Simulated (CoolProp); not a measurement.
Computed with CoolProp (reference Helmholtz-energy equation of state, Lemmon 2009).

**Question.** For propane, give the phase and the Joule-Thomson coefficient (K/MPa), expansivity (1/kK), Prandtl number at 345.1 K and 5.51 MPa.

**Answer.** 
- 345.1 K and 5.51 MPa: liquid; Joule-Thomson coefficient 0.575, expansivity 5.17, Prandtl number 2.64

Viscosity comes from a separate model (Vogel 1998). Thermal conductivity comes from a separate model (Marsh 2002).
